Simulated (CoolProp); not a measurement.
Vapour-liquid equilibrium of n-hexane (1) + p-xylene (2) at 0.349 MPa; x and y are mole fractions of (1).

Model: multi-fluid Helmholtz-energy mixture model, Thol 2019 and Zhou 2012; pair parameters Bell 2016, in CoolProp.

| x | bubble temperature (K) | y at the bubble point | dew temperature at overall composition x (K) | liquid density (mol/L) |
|---|---|---|---|---|
| 0.05 | 455.8 | 0.192 | 462.5 | 6.614 |
| 0.125 | 444.4 | 0.402 | 459.0 | 6.672 |
| 0.2 | 435.1 | 0.548 | 455.4 | 6.709 |
| 0.275 | 427.3 | 0.652 | 451.6 | 6.731 |
| 0.35 | 420.7 | 0.728 | 447.5 | 6.740 |
| 0.425 | 415.1 | 0.786 | 443.1 | 6.739 |
| 0.5 | 410.2 | 0.832 | 438.3 | 6.731 |
| 0.575 | 405.9 | 0.868 | 433.1 | 6.716 |
| 0.65 | 402.0 | 0.899 | 427.4 | 6.696 |
| 0.725 | 398.5 | 0.925 | 421.0 | 6.672 |
| 0.8 | 395.2 | 0.949 | 413.6 | 6.644 |
| 0.875 | 392.1 | 0.969 | 405.1 | 6.614 |
| 0.95 | 389.2 | 0.988 | 395.0 | 6.581 |

No azeotrope shows between x = 0.05 and 0.95.

The pair parameters rest on a limited set of measurements; away from them the model extrapolates.
